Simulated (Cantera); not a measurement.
Input (Python, Cantera):

```python
import numpy as np
import cantera as ct

gas = ct.Solution("h2o2.yaml")
gas.TPX = 523, 610000, {'H2': 1, 'O2': 0.893, 'N2': 3.36}
flame = ct.FreeFlame(gas, width=0.011)
flame.set_refine_criteria(ratio=3, slope=0.08, curve=0.16)
flame.transport_model = "mixture-averaged"
flame.solve(loglevel=0, auto=True)
z, T = flame.grid, flame.T
thick = (T[-1] - T[0]) / np.gradient(T, z).max()
show = ['H2', 'O2', 'H', 'H2O2', 'OH', 'O']
print(f"laminar burning velocity  {flame.velocity[0] * 100:.3f} cm/s")
print(f"burnt temperature         {T[-1]:.1f} K")
print(f"thermal thickness         {thick * 1e3:.4f} mm")
print(f"grid points               {len(z)}")
z0 = z[flame.heat_release_rate.argmax()]
print(f"{'z/mm':>9s}{'T/K':>9s}{'u/(m/s)':>9s}" + "".join(f"{s:>11s}" for s in show))
rows = []
for k in (-3, -2, -1.5, -1, -0.5, -0.25, 0, 0.25, 0.5, 1, 2, 4, 8):
    zz = z0 + k * thick
    rows.append([k * thick, np.interp(zz, z, T), np.interp(zz, z, flame.velocity),
                 *(np.interp(zz, z, flame.X[gas.species_index(s)]) for s in show)])
    print(f"{rows[-1][0] * 1e3:9.3f}{rows[-1][1]:9.1f}{rows[-1][2]:9.3f}" + "".join(f"{x:11.3e}" for x in rows[-1][3:]))
```

Result:

```
laminar burning velocity  104.729 cm/s
burnt temperature         1891.7 K
thermal thickness         0.0634 mm
grid points               111
     z/mm      T/K  u/(m/s)         H2         O2          H       H2O2         OH          O
   -0.190    523.8    1.043  1.857e-01  1.710e-01  4.964e-14  1.513e-07  3.502e-13  1.651e-11
   -0.127    527.0    1.040  1.776e-01  1.726e-01  1.253e-12  1.078e-06  9.303e-12  3.863e-10
   -0.095    536.6    1.046  1.659e-01  1.746e-01  1.829e-11  5.398e-06  1.454e-10  4.006e-09
   -0.063    578.8    1.102  1.410e-01  1.775e-01  9.611e-10  3.227e-05  6.605e-09  6.912e-08
   -0.032    818.3    1.503  9.131e-02  1.699e-01  1.647e-05  1.865e-04  2.379e-05  1.364e-05
   -0.016   1123.9    2.041  5.880e-02  1.497e-01  4.276e-04  1.715e-04  4.297e-04  2.707e-04
    0.000   1437.2    2.603  2.981e-02  1.219e-01  1.634e-03  2.014e-05  1.953e-03  1.402e-03
    0.016   1637.8    2.966  1.280e-02  1.018e-01  1.978e-03  4.547e-06  4.055e-03  2.342e-03
    0.032   1744.3    3.158  5.853e-03  9.305e-02  1.405e-03  2.935e-06  5.073e-03  2.262e-03
    0.063   1831.4    3.311  1.960e-03  8.883e-02  4.846e-04  1.687e-06  4.581e-03  1.284e-03
    0.127   1873.7    3.384  5.298e-04  8.830e-02  7.852e-05  8.059e-07  2.812e-03  4.047e-04
    0.253   1887.3    3.406  1.278e-04  8.851e-02  1.052e-05  3.602e-07  1.517e-03  1.099e-04
    0.507   1891.0    3.412  4.561e-05  8.865e-02  2.648e-06  2.150e-07  9.774e-04  4.460e-05
```

Detailed kinetics in Cantera: the H2/O2 subset of GRI-Mech 3.0, which has no nitrogen chemistry. The hydrogen kinetics of GRI-Mech 3.0 are dated; newer H2 mechanisms differ, most at raised pressure. Burning velocities carry a grid error of a few per cent, more on coarse grids. Lean hydrogen flames are cellular in practice and burn faster than this planar one.
